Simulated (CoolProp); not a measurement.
Vapour pressure (MPa) of hexamethyldisiloxane (MM): the reference equation beside estimates from Tc = 518.7 K, pc = 1.931 MPa, ω = 0.418. Clausius-Clapeyron is anchored at 335.9 K with a constant enthalpy of vaporisation of 34.34 kJ/mol.

Model: reference Helmholtz-energy equation of state, Thol 2016, in CoolProp.

```
T (K)  reference  Lee-Kesler  Clausius-Clapeyron  Redlich-Kwong  Soave-Redlich-Kwong  Peng-Robinson
-----  ---------  ----------  ------------------  -------------  -------------------  -------------
309.3   0.009570    0.009404             0.01010        0.03704             0.009480            [?]
335.9    0.02907     0.02881             0.02907        0.08442              0.02886        0.02936
362.5    0.07241     0.07241             0.07166         0.1666              0.07235        0.07254
389.1     0.1553      0.1563              0.1562         0.2950               0.1564         0.1554
415.7     0.2971         [?]                 [?]         0.4810               0.3018         0.2983
442.3     0.5210         [?]              0.5599         0.7352                  [?]         0.5258
468.9     0.8549      0.8633              0.9510          1.068               0.8767         0.8667
495.5      1.336       1.347               1.526          1.487                1.364          1.355
```

Some entries are withheld; supply them.


- 309.3, Peng-Robinson: 0.009853
- 415.7, Lee-Kesler: 0.3001
- 415.7, Clausius-Clapeyron: 0.3080
- 442.3, Lee-Kesler: 0.5266
- 442.3, Soave-Redlich-Kwong: 0.5328

Absolute difference from the reference over all 8 rows, mean and median: Lee-Kesler 0.9 and 0.9 %, Clausius-Clapeyron 5.5 and 4.6 %, Redlich-Kwong 104.6 and 75.9 %, Soave-Redlich-Kwong 1.4 and 1.3 %, Peng-Robinson 1.0 and 1.0 %.
